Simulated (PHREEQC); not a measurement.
Make-up at 35 °C: 110 mmol/kgw MgCl2, 9.7 mmol/kgw CO2 and 0.061 mmol/kgw KCl. Closed to the air; pH follows from the charge balance.

Computed with PHREEQC (ion-association model, phreeqc.dat).

### Question
The ionic strength comes out as 0.330 mol/kgw. What activity coefficients do Cl-, H+, HCO3-, Mg+2, K+ get?

### Answer
Cl- 0.67, H+ 0.78, HCO3- 0.71, Mg+2 0.30, K+ 0.67.

This is a speciation only: nothing precipitates in the calculation.
